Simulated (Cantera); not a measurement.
Input: 1 mol SiH4, 1.1 mol CO2, held at 850 K and 218 Torr.

Cantera equilibrium calculation (NASA polynomials, part measured and part estimated; ideal gas, pure solids and liquids). Candidate condensed phases: C, C6H6, C7H8, C8H18, H2O, Si, SiC, SiO2; 123 gas species. The numbers say what is thermodynamically allowed, not how fast it happens.

Base state: H2 0.789, CH4 0.112, H2O 0.0565, CO 0.0351, CO2 0.00768 (mole fractions); condensed: C(graphite) + SiO2(β-quartz).

**Question.** What changes in the equilibrium state with this change: CO2 from 1.1 to 17 mol?

**Answer.** 
```csv
species,before,after
CO2,0.00768,0.728
CO,0.0351,0.167
H2O,0.0565,0.0618
H2,0.789,0.0433
CH4,0.112,8.09e-5
"C(graphite), mol",0.810,0
"SiO2(β-quartz), mol",1.00,1.00
```
